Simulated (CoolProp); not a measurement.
R22 at several states: fugacity coefficient from the reference equation and from simpler models built on Tc = 369.3 K, pc = 4990 kPa, ω = 0.221; each cubic takes its own stable root.

The numbers come from the reference Helmholtz-energy equation of state, Kamei 1995 in CoolProp.

| T (K) | p (kPa) | phase | reference |
|---|---|---|---|
| 438.4 | 24300 | supercritical | 0.4519 |
| 317.4 | 672 | gas | 0.9230 |
| 493.5 | 1390 | gas | 0.9668 |
| 329.9 | 13900 | liquid | 0.1751 |

Question: How far does each simpler model (van der Waals, Redlich-Kwong, Soave-Redlich-Kwong, Peng-Robinson) lie from the reference over these 4 states: mean and median of the absolute difference, and the worst?

Answer: 
- van der Waals: mean 15.0 %, median 1.9 %, worst +55.6 % at 329.9 K and 13900 kPa
- Redlich-Kwong: mean 4.8 %, median 0.7 %, worst +17.0 % at 329.9 K and 13900 kPa
- Soave-Redlich-Kwong: mean 4.2 %, median 3.6 %, worst +9.4 % at 438.4 K and 24300 kPa
- Peng-Robinson: mean 0.4 %, median 0.3 %, worst -0.6 % at 493.5 K and 1390 kPa
